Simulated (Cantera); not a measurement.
## Low-pressure radical oxidation in H2/O2

An isothermal, constant-pressure homogeneous reactor starts with H2 : O2 = 0.049 : 1 (molar parts), equivalence ratio 0.025, at 1325 K and 0.0267 bar.

Computed with Cantera and the H2/O2 subset of GRI-Mech 3.0, which has no nitrogen chemistry. Radical loss at walls, strong at low pressure, is not modelled. The temperature is held fixed by assumption; the heat of reaction is taken as removed at once.

```
t (s)         x H2   x O2    x HO2       x H      x OH    x H2O2
--------  --------  -----  -------  --------  --------  --------
9.00e-5     0.0467  0.953  6.27e-8   4.82e-8   8.29e-8  5.65e-11
0.000207    0.0467  0.953  1.47e-7   4.78e-7   9.22e-7  2.94e-10
0.000477    0.0463  0.953  8.90e-7   7.75e-5  0.000151   2.19e-9
0.00110    0.00158  0.916  4.89e-6   0.00660   0.00571   1.78e-7
0.00253   0.000700  0.918  4.37e-6   0.00500   0.00446   1.24e-7
0.00583   0.000589  0.923  4.14e-6   0.00378   0.00410   1.22e-7
0.0134    0.000406  0.933  3.64e-6   0.00210   0.00342   1.15e-7
0.0309    0.000200  0.943  2.70e-6  0.000699   0.00241   9.58e-8
0.0711     6.60e-5  0.949  1.50e-6  0.000131   0.00139   6.39e-8
0.164      1.68e-5  0.951  6.07e-7   1.67e-5  0.000703   3.35e-8
0.377      4.03e-6  0.952  2.03e-7   1.97e-6  0.000346   1.48e-8
0.869      1.05e-6  0.952  7.01e-8   2.62e-7  0.000177   6.02e-9
2.00       3.11e-7  0.952  3.49e-8   4.27e-8   9.65e-5   2.42e-9
```
x: mole fraction; the columns are a selection and need not sum to one.

Equilibrium at this temperature and pressure: H2 4.05e-8, O2 0.952, HO2 4.10e-8, H 2.03e-9, OH 3.49e-5, H2O2 5.04e-10 (gas phase only).
